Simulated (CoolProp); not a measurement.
A closed Brayton cycle with carbon dioxide: compressor inlet 330.15 K and 8.7 MPa, high pressure 29 MPa, turbine inlet 700 K, compressor efficiency 0.85, turbine efficiency 0.85, recuperator effectiveness 0 (on enthalpy, no pinch check). Each further row changes one setting.

Computed with CoolProp (reference Helmholtz-energy equation of state, Span 1996).

| case | thermal efficiency (%) | net work (kJ/kg) | compressor to turbine work | compressor exit (K) | turbine exit (K) |
|---|---|---|---|---|---|
| as stated | 14.4 | 52.8 | 0.56 | 433.0 | 575.6 |
| turbine inlet 650 K | 13.7 | 41.6 | 0.62 | 433.0 | 529.8 |
| compressor inlet 340.15 K | 13.4 | 45.3 | 0.62 | 450.4 | 575.6 |
| high pressure 24.6 MPa | 13.0 | 49.6 | 0.53 | 418.5 | 592.2 |
| recuperator effectiveness 0.5 | 18.6 | 52.8 | 0.56 | 433.0 | 575.6 |
